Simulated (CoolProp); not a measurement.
Vapour-liquid equilibrium of cyclopentane (1) + octamethylcyclotetrasiloxane (D4) (2) at 0.498 MPa; x and y are mole fractions of (1).

The numbers come from the multi-fluid Helmholtz-energy mixture model, Gedanitz 2015 and Thol 2015; pair parameters Bell 2016 in CoolProp.

```tsv
x	bubble temperature (K)	y at the bubble point	dew temperature at overall composition x (K)	liquid density (mol/L)
0.05	514.2	0.172	521.6	2.313
0.2	481.7	0.596	(withheld)	2.837
0.35	451.7	0.829	502.3	(withheld)
0.5	427.3	(withheld)	490.6	4.219
0.65	(withheld)	0.973	(withheld)	(withheld)
0.8	394.3	0.992	456.5	6.490
0.95	383.6	0.999	420.2	8.409
```

Fill in the missing entries.


- 0.2, dew temperature at overall composition x (K): 512.4
- 0.35, liquid density (mol/L): 3.462
- 0.5, y at the bubble point: 0.931
- 0.65, bubble temperature (K): 408.6
- 0.65, dew temperature at overall composition x (K): 476.2
- 0.65, liquid density (mol/L): 5.182

No azeotrope shows between x = 0.05 and 0.95.

Pair parameters are fitted to limited data, so mixtures are less certain than the pure fluids. With so large a gap from Raoult's law the liquid may split in two, which this calculation doesn't test in full.
